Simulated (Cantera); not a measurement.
A closed system holds: 1 mol Fe(CO)5, 0.05 mol O2, 71 mol N2, 0.056 mol CO, equilibrated at 1298 K and 0.120 bar.

Method: chemical equilibrium by Gibbs-energy minimisation in Cantera with the NASA 1993 tables (ideal gas, pure condensed phases). Candidate condensed phases: C, Fe, Fe(CO)5, FeO, Fe2O3, Fe3O4; 27 gas species. Rates play no part.

Base state: N2 0.934, CO 0.0652, CO2 0.00131 (mole fractions); condensed: Fe(γ).

### Question
What changes in the equilibrium state with this change: temperature from 1298 K to 875 K?

### Answer
```
species            before    after
----------------  -------  -------
N2                  0.934    0.936
CO                 0.0652   0.0590
CO2               0.00131  0.00449
Fe(γ), mol          1.000        0
C(graphite), mol        0    0.241
Fe(α), mol              0     1.00
```
Condensed phases not in the tables: cementite and carbon dissolved in iron.
